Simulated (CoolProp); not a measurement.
Properties of R21 along the isobar 101 kPa (Tc = 452.7 K, pc = 5289 kPa, ω = 0.206).

Computed with CoolProp (reference Helmholtz-energy equation of state, Platzer 1990). This equation is an older, rougher fit.

| T (K) | phase | cp (kJ/(kg K)) | expansivity (1/kK) |
|---|---|---|---|
| 319.2 | gas | 0.6322 | 3.400 |
| 341.2 | gas | 0.6476 | 3.123 |
| 363.2 | gas | 0.6635 | 2.895 |
| 385.1 | gas | 0.6793 | 2.704 |
| 407.1 | gas | 0.6948 | 2.540 |
| 429.1 | gas | 0.7097 | 2.396 |
| 451 | gas | 0.7240 | 2.270 |
| 473 | gas | 0.7376 | 2.156 |
